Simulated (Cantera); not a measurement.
# Adiabatic ignition

An adiabatic, constant-pressure homogeneous reactor starts with 38.7 % H2, 12.9 % O2, 48.4 % N2, equivalence ratio 1.5, at 1425 K and 2.07 atm.

Cantera simulation using GRI-Mech 3.0 (53 species, 325 reactions); the numbers are that mechanism's predictions, not measurements. The hydrogen kinetics of GRI-Mech 3.0 are dated; newer H2 mechanisms differ, most at raised pressure.

| t (s) | T (K) | x H2 | x O2 | x N2O | x H | x H2O2 |
|---|---|---|---|---|---|---|
| 4.00e-6 | 1425 | 0.387 | 0.129 | 1.83e-11 | 9.28e-5 | 1.64e-7 |
| 8.66e-6 | 1736 | 0.165 | 0.0362 | 3.17e-8 | 0.117 | 2.14e-6 |
| 1.88e-5 | 2452 | 0.136 | 0.00608 | 4.92e-8 | 0.0721 | 3.34e-7 |
| 4.06e-5 | 2755 | 0.142 | 0.00290 | 9.45e-8 | 0.0429 | 2.48e-7 |
| 8.80e-5 | 2879 | 0.143 | 0.00173 | 1.46e-7 | 0.0313 | 2.30e-7 |
| 0.000191 | 2894 | 0.144 | 0.00156 | 1.58e-7 | 0.0297 | 2.23e-7 |
| 0.000413 | 2891 | 0.145 | 0.00151 | 1.70e-7 | 0.0295 | 2.18e-7 |
| 0.000894 | 2888 | 0.145 | 0.00146 | 1.87e-7 | 0.0293 | 2.13e-7 |
| 0.00194 | 2888 | 0.146 | 0.00145 | 1.92e-7 | 0.0293 | 2.12e-7 |
| 0.00420 | 2888 | 0.146 | 0.00145 | 1.93e-7 | 0.0293 | 2.12e-7 |
| 0.00909 | 2888 | 0.146 | 0.00145 | 1.93e-7 | 0.0293 | 2.12e-7 |
| 0.0197 | 2888 | 0.146 | 0.00145 | 1.93e-7 | 0.0293 | 2.12e-7 |
| 0.0426 | 2888 | 0.146 | 0.00145 | 1.93e-7 | 0.0293 | 2.12e-7 |
| 0.0923 | 2888 | 0.146 | 0.00145 | 1.93e-7 | 0.0293 | 2.12e-7 |
| 0.200 | 2888 | 0.146 | 0.00145 | 1.93e-7 | 0.0293 | 2.12e-7 |
x: mole fraction; the columns are a selection and need not sum to one.

```yaml
time_of_steepest_temperature_rise: 8.45 µs
temperature at 0.200 s: 2888 K
equilibrium_temperature: 2888 K
x(H2) at 0.200 s: 0.146 (gas-phase equilibrium 0.146)
x(O2) at 0.200 s: 0.00145 (gas-phase equilibrium 0.00145)
x(N2O) at 0.200 s: 1.93e-7 (gas-phase equilibrium 1.93e-7)
```
